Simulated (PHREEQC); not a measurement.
A solution holds 2.6 mmol/kgw HF, 0.51 mmol/kgw NH4HF2 and 0.25 mmol/kgw H2SiF6, at 24 °C. Closed to the air; pH follows from the charge balance.

Model: ion-association model, phreeqc.dat, run in PHREEQC.

| quantity | before | after |
|---|---|---|
| pH | 2.90 | 2.76 |
| HF (mol/kgw) | 0.00233 | 0.00436 |
| F- (mol/kgw) | 0.00133 | 0.00181 |
| HF2- (mol/kgw) | 1.18e-5 | 3.00e-5 |
| H4SiO4 (mol/kgw) | 1.16e-5 | 5.39e-7 |
| SI of Quartz (SiO2) | -0.94 | -2.27 |

**Question.** What was changed between the two runs?
A. temperature from 24 to 5 °C
B. temperature from 24 to 25 °C
C. HF from 0.0026 to 0.026 mol/kgw
D. temperature from 24 to 10 °C
E. HF from 0.0026 to 0.0052 mol/kgw

**Answer.** E, HF from 0.0026 to 0.0052 mol/kgw

No solid was allowed to form. SiF6-2 is the database's only silicon fluoride.
